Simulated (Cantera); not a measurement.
**Low-pressure radical oxidation in H2/O2**

An isothermal, constant-pressure homogeneous reactor starts with 1.77 % H2, 98.2 % O2, equivalence ratio 0.0090, at 1000 K and 7.43 Torr.

Computed with Cantera and the H2/O2 subset of GRI-Mech 3.0, which has no nitrogen chemistry. Radical loss at walls, strong at low pressure, is not modelled.

```csv
t (s),x H2,x O2,x H,x H2O,x HO2,x OH
6.00e-5,0.0177,0.982,6.42e-12,<1e-12,7.52e-12,1.10e-12
0.000321,0.0177,0.982,2.33e-11,6.43e-12,4.04e-11,1.90e-11
0.00171,0.0177,0.982,1.68e-10,4.85e-10,2.21e-10,2.95e-10
0.00916,0.0177,0.982,6.50e-7,3.09e-6,3.40e-8,1.24e-6
0.0490,0.000120,0.974,0.00102,0.0169,2.31e-6,0.000532
0.262,1.66e-5,0.981,5.89e-5,0.0177,1.04e-6,0.000196
1.40,8.10e-7,0.982,7.29e-7,0.0178,1.92e-7,4.53e-5
7.48,4.01e-8,0.982,9.40e-9,0.0178,2.00e-8,1.07e-5
40.0,3.37e-9,0.982,2.56e-10,0.0178,2.25e-9,3.22e-6
```
x: mole fraction; the columns are a selection and need not sum to one.

Equilibrium at this temperature and pressure: H2 1.59e-11, O2 0.982, H <1e-12, H2O 0.0178, HO2 3.95e-10, OH 2.27e-7 (gas phase only).
